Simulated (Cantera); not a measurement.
## Equilibrium for fluorocarbon and chlorocarbon gases: c-C4F8 + HCl + H2

A closed system holds: 1 mol c-C4F8, a varied amount of HCl, 0.088 mol H2, at 700 °C and 20.0 mbar.

Method: chemical equilibrium by Gibbs-energy minimisation in Cantera with the NASA 1993 tables (ideal gas, pure condensed phases). Candidate condensed phases: C, C6H6, C7H8, C8H18; 118 gas species. The feed counts by its element totals alone. Gases not in the tables: C2F6 and larger saturated fluorocarbons. Equilibrium is a limit: real reactors are often held back by kinetics, nucleation or transport.

From 0.16 mol HCl to 1.4 mol HCl the condensed part is C(graphite). The main C-bearing gas is CF4 throughout. The share of C in condensed phases is highest at 1.4 mol HCl (54.3 %) and lowest at 0.16 mol HCl (51.4 %).

| n(HCl) (mol) | x CF4 | x HCl | x HF | x Cl2 | x CClF3 | x Cl | n C(graphite) |
|---|---|---|---|---|---|---|---|
| 0.16 | 0.837 | 0.0419 | 0.104 | 0.0105 | 0.00616 | 0.000186 | 2.06 |
| 0.2 | 0.819 | 0.0506 | 0.110 | 0.0137 | 0.00690 | 0.000212 | 2.06 |
| 0.25 | 0.797 | 0.0610 | 0.116 | 0.0175 | 0.00764 | 0.000240 | 2.07 |
| 0.31 | 0.773 | 0.0731 | 0.124 | 0.0218 | 0.00834 | 0.000268 | 2.07 |
| 0.38 | 0.746 | 0.0867 | 0.132 | 0.0265 | 0.00896 | 0.000295 | 2.08 |
| 0.47 | 0.714 | 0.103 | 0.141 | 0.0321 | 0.00954 | 0.000325 | 2.09 |
| 0.58 | 0.678 | 0.122 | 0.151 | 0.0383 | 0.0100 | 0.000355 | 2.10 |
| 0.72 | 0.637 | 0.145 | 0.162 | 0.0452 | 0.0104 | 0.000386 | 2.11 |
| 0.89 | 0.593 | 0.170 | 0.173 | 0.0525 | 0.0106 | 0.000416 | 2.13 |
| 1.1 | 0.546 | 0.198 | 0.185 | 0.0601 | 0.0107 | 0.000445 | 2.14 |
| 1.4 | 0.489 | 0.233 | 0.198 | 0.0689 | 0.0105 | 0.000476 | 2.17 |
x: gas mole fraction; n: condensed amount in mol.
